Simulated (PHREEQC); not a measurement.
**Ultrapure water in contact with air or piping: an equilibrium model**

Model water analysis in mg/L, 25 °C, pH 6.55, pe 10: Na 0.00849; K 0.0635; Ca 0.0285; Mg 0.0184; Cl 0.0638; S(6) as SO4 0.0178; Alkalinity as HCO3 0.173; B 0.000101; N(5) as NO3 0.000121; Pb 0.002.

Valence states are taken as typed.

Model: ion-association model, phreeqc.dat, run in PHREEQC.

| Quantity | Value |
|---|---|
| ionic strength | 6.92e-6 mol/kgw |
| charge-balance error | -0.6 % |

```json
[
 {"species": "HCO3-", "molality": "3.08e-6", "activity": "3.07e-6", "log γ": "-0.001"},
 {"species": "CO2", "molality": "1.95e-6", "activity": "1.95e-6", "log γ": "0.000"},
 {"species": "Cl-", "molality": "1.80e-6", "activity": "1.79e-6", "log γ": "-0.001"},
 {"species": "K+", "molality": "1.62e-6", "activity": "1.62e-6", "log γ": "-0.001"},
 {"species": "Mg+2", "molality": "7.57e-7", "activity": "7.48e-7", "log γ": "-0.005"},
 {"species": "Ca+2", "molality": "7.11e-7", "activity": "7.02e-7", "log γ": "-0.005"},
 {"species": "Na+", "molality": "3.69e-7", "activity": "3.68e-7", "log γ": "-0.001"},
 {"species": "H+", "molality": "2.83e-7", "activity": "2.82e-7", "log γ": "-0.001"},
 {"species": "SO4-2", "molality": "1.85e-7", "activity": "1.83e-7", "log γ": "-0.005"},
 {"species": "OH-", "molality": "3.60e-8", "activity": "3.59e-8", "log γ": "-0.001"},
 {"species": "H3BO3", "molality": "9.32e-9", "activity": "9.32e-9", "log γ": "0.000"},
 {"species": "Pb+2", "molality": "8.94e-9", "activity": "8.83e-9", "log γ": "-0.005"},
 {"species": "NO3-", "molality": "1.95e-9", "activity": "1.94e-9", "log γ": "-0.001"}
]
```

No solid was allowed to form.
